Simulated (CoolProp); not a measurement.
A closed Brayton cycle with carbon dioxide: compressor inlet 322.15 K and 8.5 MPa, high pressure 23.2 MPa, turbine inlet 630 K, compressor efficiency 0.8, turbine efficiency 0.9, recuperator effectiveness 0.8 (on enthalpy, no pinch check). Each further row changes one setting.

Values from CoolProp's reference Helmholtz-energy equation of state, Span 1996.

| case | thermal efficiency (%) | net work (kJ/kg) | compressor to turbine work | compressor exit (K) | turbine exit (K) |
|---|---|---|---|---|---|
| as stated | 21.2 | 43.3 | 0.54 | 403.3 | 526.3 |
| turbine inlet 580 K | … | … | 0.61 | 403.3 | 480.2 |
| compressor inlet 332.15 K | 18.8 | … | … | 421.8 | 526.3 |
| high pressure 19.7 MPa | 20.8 | … | 0.51 | … | … |
| recuperator effectiveness 0.5 | … | 43.3 | 0.54 | 403.3 | 526.3 |

Task: Some entries are withheld; supply them.

Result: 
- turbine inlet 580 K, thermal efficiency (%): 18.0
- turbine inlet 580 K, net work (kJ/kg): 33.0
- compressor inlet 332.15 K, net work (kJ/kg): 35.5
- compressor inlet 332.15 K, compressor to turbine work: 0.62
- high pressure 19.7 MPa, net work (kJ/kg): 39.6
- high pressure 19.7 MPa, compressor exit (K): 389.7
- high pressure 19.7 MPa, turbine exit (K): 542.9
- recuperator effectiveness 0.5, thermal efficiency (%): 17.5
